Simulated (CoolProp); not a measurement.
Vapour-liquid equilibrium of cyclohexane (1) + toluene (2) at 31.55 °C; x and y are mole fractions of (1).

The numbers come from the multi-fluid Helmholtz-energy mixture model, Zhou 2014 and Lemmon 2006; pair parameters Bell 2016 in CoolProp.

```
x     bubble pressure (MPa)  y at the bubble point  dew pressure at overall composition x (MPa)  liquid density (mol/L)
----  ---------------------  ---------------------  -------------------------------------------  ----------------------
0.05               0.006223                  0.192                                     0.005500                   9.280
0.15               0.007929                  0.428                                     0.005990                   9.258
0.25               0.009432                  0.570                                     0.006573                       …
0.35                0.01076                      …                                     0.007274                   9.217
0.45                0.01196                  0.738                                     0.008131                   9.198
0.55                      …                  0.795                                     0.009193                   9.180
0.65                0.01406                  0.845                                      0.01052                   9.164
0.75                0.01503                  0.890                                      0.01218                   9.149
0.85                0.01596                  0.933                                      0.01417                   9.137
0.95                      …                  0.977                                            …                   9.126
```

What belongs in the gaps?


- 0.25, liquid density (mol/L): 9.237
- 0.35, y at the bubble point: 0.666
- 0.55, bubble pressure (MPa): 0.01305
- 0.95, bubble pressure (MPa): 0.01689
- 0.95, dew pressure at overall composition x (MPa): 0.01632

No azeotrope shows between x = 0.05 and 0.95.

The pair parameters rest on a limited set of measurements; away from them the model extrapolates.
